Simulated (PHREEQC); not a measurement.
Make-up at 39 °C: 0.0035 mol/kgw ZnCl2, 0.058 mol/kgw H3BO3 and 8.8e-05 mol/kgw H2SO4. Closed to the air; pH follows from the charge balance.

Model: ion-association model, phreeqc.dat, run in PHREEQC.

```csv
quantity,before,after
pH,3.80,3.80
ionic strength (mol/kgw),0.0105,0.0101
ZnCl+ (mol/kgw),7.49e-5,0.000284
ZnCl2 (mol/kgw),4.59e-7,1.90e-6
ZnOH+ (mol/kgw),4.70e-8,5.36e-7
ZnCl3- (mol/kgw),3.87e-9,1.89e-8
```

Question: Name the change that produced these shifts.
(A) ZnCl2 from 0.0035 to 0.00175 mol/kgw
(B) temperature from 39 to 80 °C
(C) 0.00093 mol/kgw CO2 added
(D) H2SO4 from 8.8e-05 to 0.000176 mol/kgw
(E) H3BO3 left out

Answer: B, temperature from 39 to 80 °C

Precipitation was switched off in this run. Away from 25 °C the constants follow the database's enthalpies or fits; those with neither stay at their 25 °C values.
